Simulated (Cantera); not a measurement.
An isothermal, constant-pressure homogeneous reactor starts with 26.7 % H2, 27.8 % O2, 44.4 % N2, 1.17 % H2O, at 950 K and 100.0 Torr.

Cantera simulation using GRI-Mech 3.0 (53 species, 325 reactions); the numbers are that mechanism's predictions, not measurements. Radical loss at walls, strong at low pressure, is not modelled. The temperature is held fixed by assumption; the heat of reaction is taken as removed at once.

x: mole fraction; the columns are a selection and need not sum to one.

```csv
t (s),x H2,x O2,x N2O,x H2O2,x H
1.00e-6,0.267,0.278,<1e-12,<1e-12,1.69e-12
2.82e-6,0.267,0.278,<1e-12,<1e-12,4.70e-12
7.95e-6,0.267,0.278,<1e-12,<1e-12,1.31e-11
2.24e-5,0.267,0.278,<1e-12,<1e-12,3.91e-11
6.31e-5,0.267,0.278,<1e-12,<1e-12,1.55e-10
0.000178,0.267,0.278,<1e-12,<1e-12,1.68e-9
0.000502,0.267,0.278,<1e-12,1.33e-10,5.85e-7
0.00141,0.0492,0.187,2.36e-9,5.14e-6,0.0183
0.00399,0.00625,0.169,4.95e-9,4.37e-6,6.59e-5
0.0112,0.00300,0.168,5.71e-9,7.05e-6,7.98e-6
0.0317,0.00166,0.167,6.20e-9,1.08e-5,1.29e-6
0.0893,0.000940,0.167,6.56e-9,1.19e-5,3.15e-7
0.252,(withheld),0.167,6.91e-9,(withheld),(withheld)
0.710,0.000114,0.167,7.15e-9,8.93e-7,1.08e-8
2.00,2.80e-5,0.167,7.24e-9,7.03e-8,9.51e-10
```

### Question
What belongs in the gaps?

### Answer

- 0.252, x H2: 0.000404
- 0.252, x H2O2: 5.75e-6
- 0.252, x H: 8.06e-8
